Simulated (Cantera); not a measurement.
Input: 1 mol SiCl4, 1.4 mol Cl2, 0.56 mol H2, held at 1098.15 K and 0.730 bar.

Equilibrium computed with Cantera from the NASA thermochemical tables; the gas is ideal and each condensed phase is pure. Candidate condensed phases: Si; 19 gas species. Kinetics and transport are ignored.

Problem. What is the equilibrium state?

Solution. 
| Item | Result |
|---|---|
| x(HCl) | 0.378 |
| x(SiCl4) | 0.338 |
| x(Cl2) | 0.283 |
| x(Cl) | 0.000922 |
| gas amount | 2.961 mol |
| log10 activity of Si(s) (absent) | -23.89 |
